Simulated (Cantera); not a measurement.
An isothermal, constant-pressure homogeneous reactor starts with 43.5 % N2O, 56.5 % N2, at 1300 K and 0.100 bar.

Detailed kinetics in Cantera: GRI-Mech 3.0 (53 species, 325 reactions). GRI-Mech 3.0 was tuned for natural gas; its chemistry of N2O as a main component is partial and can be far from experiment. The mechanism lacks the step 2 NO + O2 → 2 NO2, which can matter for NO2 below about 1400 K. The temperature is held fixed by assumption; the heat of reaction is taken as removed at once.

One state of this run: x N2O = 0.427; x NO2 = 3.50e-7; x NO = 0.000899; x N2 = 0.569; x O2 = 0.00258; x O = 7.60e-6. x: mole fraction; the columns are a selection and need not sum to one.

Task: Which value of t (s) does it belong to?
(A) 0.000752
(B) 2.13
(C) 0.0400
(D) 0.0106

Result: C, 0.0400
